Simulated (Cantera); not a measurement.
A closed system holds: 1 mol Fe₃O₄, a varied amount of C, 0.18 mol N₂, equilibrated at 1025 °C and 1.00 bar.

These are equilibrium values from Cantera (NASA tables, ideal gas, pure condensed phases), not measurements of a reactor. Candidate condensed phases: C, Fe, Fe(CO)₅, FeO, Fe₂O₃, Fe₃O₄; 27 gas species. The numbers say what is thermodynamically allowed, not how fast it happens.

At 3.7 mol C, list the 3 most abundant gas species with their mole fractions, and the condensed phases.

CO 0.876, CO₂ 0.0773, N₂ 0.0464. Condensed: Fe(γ).
